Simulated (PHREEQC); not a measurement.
Consider water at 20 °C with 0.08 mol ZnCl2 and 0.0017 mol NaCl per kg of water. Closed to the air; pH follows from the charge balance.

The numbers come from PHREEQC with the ion-association model, phreeqc.dat.

Each row changes one thing in this solution. No solid was allowed to form.

| case | pH | ionic strength (mol/kgw) | Cl- (mol/kgw) | SI of Halite (NaCl) |
|---|---|---|---|---|
| as made | 5.07 | 0.226 | 0.153 | -5.43 |
| ZnCl2 replaced by FeCl2 at the same molality | 5.63 | 0.232 | 0.157 | -5.42 |
| temperature from 20 to 75 °C | 4.68 | 0.174 | 0.126 | -5.56 |
| ZnCl2 left out | 7.08 | 0.00170 | 0.00170 | -7.14 |
| diluted 10-fold with water | 5.64 | 0.0239 | 0.0160 | -7.26 |
| ZnCl2 from 0.08 to 0.4 mol/kgw | 4.69 | 0.967 | 0.636 | -4.88 |
| ZnCl2 from 0.08 to 0.04 mol/kgw | 5.25 | 0.117 | 0.0792 | -5.67 |
| ZnCl2 from 0.08 to 0.072 mol/kgw | 5.09 | 0.205 | 0.139 | -5.46 |

The ionic strength passes 0.7 mol/kgw, the rough limit of the ion-association models, in ZnCl2 from 0.08 to 0.4 mol/kgw. At this temperature some constants are extrapolated from 25 °C, and those without enthalpy data are left unchanged.
